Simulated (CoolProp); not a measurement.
Vapour-liquid equilibrium of diethyl ether (1) + n-hexane (2) at 415.5 K; x and y are mole fractions of (1).

Values from CoolProp's multi-fluid Helmholtz-energy mixture model, Thol 2014 and Thol 2019; pair parameters Bell 2016.

```json
[
 {"x": "0.05", "bubble pressure (MPa)": "…", "y at the bubble point": "0.106", "dew pressure at overall composition x (MPa)": "0.6707", "liquid density (mol/L)": "6.202"},
 {"x": "0.2", "bubble pressure (MPa)": "…", "y at the bubble point": "0.343", "dew pressure at overall composition x (MPa)": "0.7513", "liquid density (mol/L)": "6.336"},
 {"x": "0.35", "bubble pressure (MPa)": "0.9779", "y at the bubble point": "0.514", "dew pressure at overall composition x (MPa)": "0.8485", "liquid density (mol/L)": "6.479"},
 {"x": "0.5", "bubble pressure (MPa)": "1.108", "y at the bubble point": "0.650", "dew pressure at overall composition x (MPa)": "0.9660", "liquid density (mol/L)": "…"},
 {"x": "0.65", "bubble pressure (MPa)": "1.237", "y at the bubble point": "0.767", "dew pressure at overall composition x (MPa)": "1.107", "liquid density (mol/L)": "6.796"},
 {"x": "0.8", "bubble pressure (MPa)": "1.369", "y at the bubble point": "0.873", "dew pressure at overall composition x (MPa)": "1.276", "liquid density (mol/L)": "6.968"},
 {"x": "0.95", "bubble pressure (MPa)": "1.506", "y at the bubble point": "0.969", "dew pressure at overall composition x (MPa)": "1.478", "liquid density (mol/L)": "7.150"}
]
```

**Question.** Some entries are withheld; supply them.

**Answer.** 
- 0.05, bubble pressure (MPa): 0.6988
- 0.2, bubble pressure (MPa): 0.8436
- 0.5, liquid density (mol/L): 6.633

No azeotrope shows between x = 0.05 and 0.95.

The pair parameters rest on a limited set of measurements; away from them the model extrapolates.
